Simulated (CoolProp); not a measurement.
Vapour-liquid equilibrium of ethanol (1) + dimethyl carbonate (2) at 171.35 °C; x and y are mole fractions of (1).

The numbers come from the multi-fluid Helmholtz-energy mixture model, Schroeder 2014 and Zhou 2011; pair parameters Bell 2016 in CoolProp.

| x | bubble pressure (bar) | y at the bubble point | dew pressure at overall composition x (bar) | liquid density (mol/L) |
|---|---|---|---|---|
| 0.05 | 8.967 | 0.148 | 8.206 | 9.496 |
| 0.2 | 11.59 | 0.404 | 9.423 | 9.815 |
| 0.35 | 13.43 | 0.545 | 10.96 | 10.20 |
| 0.5 | 14.73 | 0.646 | 12.83 | 10.68 |
| 0.65 | 15.65 | 0.734 | 14.78 | 11.27 |
| 0.8 | 16.25 | 0.828 | 16.12 | 12.02 |
| 0.95 | 16.45 | 0.949 | 16.44 | 12.96 |

y crosses x between x = 0.8 and 0.95: the model has an azeotrope there.

Pair parameters are fitted to limited data, so mixtures are less certain than the pure fluids.
